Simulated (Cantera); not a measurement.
## Equilibrium for abatement and gas-phase synthesis: N2O + O2

A closed system holds: 1 mol N2O, 0.025 mol O2, held at 3423 K and 0.0100 bar.

Method: chemical equilibrium by Gibbs-energy minimisation in Cantera with the NASA 1993 tables (ideal gas, pure condensed phases). The numbers say what is thermodynamically allowed, not how fast it happens.

| Property | Value |
|---|---|
| x(N2) | 0.490 |
| x(O) | 0.480 |
| x(NO) | 0.0153 |
| x(O2) | 0.0141 |
| x(N) | 0.00107 |
| gas amount | 2.007 mol |
